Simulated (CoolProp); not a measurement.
Vapour-liquid equilibrium of benzene (1) + ethylbenzene (2) at 283.9 K; x and y are mole fractions of (1).

Values from CoolProp's multi-fluid Helmholtz-energy mixture model, Thol 2012 and Zhou 2012; pair parameters Bell 2016.

```
x     bubble pressure (MPa)  y at the bubble point  dew pressure at overall composition x (MPa)  liquid density (mol/L)
----  ---------------------  ---------------------  -------------------------------------------  ----------------------
0.05              0.0007616                  0.328                                    0.0005635                   8.364
0.15               0.001232                  0.630                                    0.0006215                   8.619
0.25               0.001739                  0.770                                    0.0006929                   8.886
0.35               0.002282                  0.850                                    0.0007829                   9.166
0.45               0.002861                  0.901                                    0.0008999                   9.461
0.55               0.003469                  0.935                                     0.001059                   9.770
0.65               0.004101                  0.959                                     0.001286                   10.10
0.75               0.004745                  0.976                                     0.001641                   10.44
0.85               0.005387                  0.988                                     0.002278                   10.80
0.95               0.006014                  0.997                                     0.003837                   11.18
```

No azeotrope shows between x = 0.05 and 0.95.

The pair parameters rest on a limited set of measurements; away from them the model extrapolates.
